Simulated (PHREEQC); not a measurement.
Solution (25 °C): 0.0064 mol Cu(NO3)2, 0.0075 mol H2SO4 and 0.002 mol H3BO3 per kg of water. Closed to the air; pH follows from the charge balance.

Equilibrium calculation in PHREEQC: ion-association model, wateq4f.dat.

Each row changes one thing in this solution. No solid was allowed to form.

```tsv
case	pH	ionic strength (mol/kgw)	SO4-2 (mol/kgw)	HSO4- (mol/kgw)	H2BO3- (mol/kgw)
as made	1.96	0.0321	0.00385	0.00250	1.28e-10
H2SO4 from 0.0075 to 0.015 mol/kgw	1.71	0.0440	0.00641	0.00708	7.29e-11
Cu(NO3)2 from 0.0064 to 0.0096 mol/kgw	1.96	0.0407	0.00369	0.00231	1.30e-10
0.00046 mol/kgw NaH2PO4 added	1.97	0.0323	0.00388	0.00247	1.30e-10
0.00014 mol/kgw NaCl added	1.96	0.0323	0.00385	0.00250	1.28e-10
diluted 5-fold with water	2.59	0.00737	0.00115	0.000220	9.87e-11
diluted 2-fold with water	2.23	0.0171	0.00235	0.000921	1.13e-10
0.00045 mol/kgw KHSO4 added	1.95	0.0329	0.00407	0.00269	1.26e-10
Cu(NO3)2 left out	1.97	0.0163	0.00437	0.00313	1.24e-10
```

Species that the database lacks are ignored. H3PO4, which wateq4f.dat lacks, is added to it with the constant of phreeqc.dat. The database has no phosphate complexes of Cu.
